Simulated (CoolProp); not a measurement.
A closed Brayton cycle with carbon dioxide: compressor inlet 329.15 K and 7.9 MPa, high pressure 25.8 MPa, turbine inlet 885 K, compressor efficiency 0.8, turbine efficiency 0.9, recuperator effectiveness 0.9 (on enthalpy, no pinch check). Each further row changes one setting.

Computed with CoolProp (reference Helmholtz-energy equation of state, Span 1996).

```json
[
 {"case": "as stated", "thermal efficiency (%)": "33.7", "net work (kJ/kg)": "92.4", "compressor to turbine work": "0.44", "compressor exit (K)": "437.1", "turbine exit (K)": "738.7"},
 {"case": "turbine inlet 835 K", "thermal efficiency (%)": "31.7", "net work (kJ/kg)": "81.9", "compressor to turbine work": "0.47", "compressor exit (K)": "437.1", "turbine exit (K)": "___"},
 {"case": "compressor inlet 339.15 K", "thermal efficiency (%)": "32.2", "net work (kJ/kg)": "___", "compressor to turbine work": "___", "compressor exit (K)": "453.1", "turbine exit (K)": "738.7"},
 {"case": "high pressure 21.9 MPa", "thermal efficiency (%)": "33.3", "net work (kJ/kg)": "83.5", "compressor to turbine work": "0.42", "compressor exit (K)": "___", "turbine exit (K)": "___"},
 {"case": "recuperator effectiveness 0.5", "thermal efficiency (%)": "22.4", "net work (kJ/kg)": "92.4", "compressor to turbine work": "0.44", "compressor exit (K)": "437.1", "turbine exit (K)": "738.7"}
]
```

Q: Complete the blanks.

A: 
- turbine inlet 835 K, turbine exit (K): 693.8
- compressor inlet 339.15 K, net work (kJ/kg): 85.3
- compressor inlet 339.15 K, compressor to turbine work: 0.48
- high pressure 21.9 MPa, compressor exit (K): 421.4
- high pressure 21.9 MPa, turbine exit (K): 758.2
